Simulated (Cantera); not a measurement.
An isothermal, constant-pressure homogeneous reactor starts with 18.9 % C₂H₆, 81.1 % N₂, at 1825 K and 1330 Pa.

Cantera simulation using GRI-Mech 3.0 (53 species, 325 reactions); the numbers are that mechanism's predictions, not measurements. GRI-Mech 3.0 stops at C3 and has no aromatics, soot or wall deposition, so with more carbon than oxygen in the feed, carbon stays in small species such as C2H2 where larger ones or solid carbon would form. Radical loss at walls, strong at low pressure, is not modelled.

x: mole fraction; the columns are a selection and need not sum to one.

```tsv
t (s)	x C₂H₆	x C₂H₂	x CH₂	x C₂H	x CH₄	x HCN
9.00e-5	0.116	0.000264	0.000157	9.74e-8	0.00847	…
0.000343	0.00953	0.0285	0.000225	1.16e-5	0.0460	…
0.00131	0.000127	0.0956	4.52e-5	1.01e-5	0.0500	…
0.00498	2.29e-5	0.117	1.15e-5	5.14e-6	0.0419	1.16e-5
0.0190	7.67e-6	0.124	5.12e-6	3.71e-6	0.0323	1.24e-5
0.0723	2.65e-6	0.129	3.43e-6	3.95e-6	0.0186	…
0.275	3.36e-7	0.135	2.03e-6	5.62e-6	0.00522	…
1.05	9.22e-9	0.137	6.59e-7	8.95e-6	0.000639	…
4.00	2.64e-10	0.137	1.24e-7	9.75e-6	0.000100	…
```

**Question.** Fill in the missing entries.

**Answer.** 
- 9.00e-5, x HCN: 4.53e-7
- 0.000343, x HCN: 5.34e-6
- 0.00131, x HCN: 1.05e-5
- 0.0723, x HCN: 1.41e-5
- 0.275, x HCN: 1.96e-5
- 1.05, x HCN: 3.64e-5
- 4.00, x HCN: 5.69e-5
